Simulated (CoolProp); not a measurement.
A closed Brayton cycle with dry air: compressor inlet 321.15 K and 1.4 MPa, high pressure 4.28 MPa, turbine inlet 925 K, compressor efficiency 0.89, turbine efficiency 0.9, recuperator effectiveness 0 (on enthalpy, no pinch check). Each further row changes one setting.

Computed with CoolProp (reference Helmholtz-energy equation of state, Lemmon 2000). It is a pseudo-pure fit of the blend.

| case | thermal efficiency (%) | net work (kJ/kg) | compressor to turbine work | compressor exit (K) | turbine exit (K) |
|---|---|---|---|---|---|
| as stated | 19.1 | 96.8 | 0.59 | 456.8 | 714.6 |
| turbine inlet 875 K | 18.6 | 83.9 | 0.62 | 456.8 | 674.3 |
| compressor inlet 331.15 K | 18.8 | 92.5 | 0.60 | 470.7 | 714.6 |
| high pressure 3.64 MPa | 16.9 | 89.7 | 0.56 | 434.5 | 741.9 |
| recuperator effectiveness 0.5 | 26.1 | 96.8 | 0.59 | 456.8 | 714.6 |
